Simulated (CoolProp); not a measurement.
A single-stage vapour-compression cycle with R236EA: evaporating at 316.15 K (dew point), condensing at 375.15 K (bubble point), superheat 2 K, subcooling 2 K, compressor efficiency 0.85, no pressure losses. Each further row changes one setting.

Computed with CoolProp (reference Helmholtz-energy equation of state, Rui 2013).

```json
[
 {"case": "as stated", "cooling COP": "2.70", "pressure ratio": "4.44", "discharge temperature (K)": "375.1", "refrigerating effect (kJ/kg)": "68.8", "volumetric capacity (kJ/m³)": "1640"},
 {"case": "evaporating temperature 321.15 K", "cooling COP": "3.15", "pressure ratio": "3.82", "discharge temperature (K)": "375.1", "refrigerating effect (kJ/kg)": "72.3", "volumetric capacity (kJ/m³)": "1990"},
 {"case": "condensing temperature 370.15 K", "cooling COP": "3.20", "pressure ratio": "3.99", "discharge temperature (K)": "370.2", "refrigerating effect (kJ/kg)": "76.3", "volumetric capacity (kJ/m³)": "1810"},
 {"case": "subcooling 7 K", "cooling COP": "3.00", "pressure ratio": "4.44", "discharge temperature (K)": "375.1", "refrigerating effect (kJ/kg)": "76.4", "volumetric capacity (kJ/m³)": "1820"},
 {"case": "superheat 12 K", "cooling COP": "2.87", "pressure ratio": "4.44", "discharge temperature (K)": "376.8", "refrigerating effect (kJ/kg)": "78.3", "volumetric capacity (kJ/m³)": "1780"},
 {"case": "compressor efficiency 0.75", "cooling COP": "2.38", "pressure ratio": "4.44", "discharge temperature (K)": "375.1", "refrigerating effect (kJ/kg)": "68.8", "volumetric capacity (kJ/m³)": "1640"}
]
```

The compression ends wet for: as stated; evaporating temperature 321.15 K; condensing temperature 370.15 K; subcooling 7 K; compressor efficiency 0.75.
